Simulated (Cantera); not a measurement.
## SiH₄ + NH₃ (silicon nitride deposition)

A closed system holds: 1 mol SiH₄, 16 mol NH₃, equilibrated at 1150 °C and 13.3 mbar.

Equilibrium computed with Cantera from the NASA thermochemical tables; the gas is ideal and each condensed phase is pure. Candidate condensed phases: Si, Si₃N₄; 18 gas species. The numbers say what is thermodynamically allowed, not how fast it happens.

```json
{
  "x(H₂)": "0.780",
  "x(N₂)": "0.220",
  "x(H)": "5.09e-5",
  "n(Si₃N₄(s))": "0.333 mol",
  "gas_amount": "33.33 mol",
  "log10 activity of Si(s) (absent)": "-1.66"
}
```
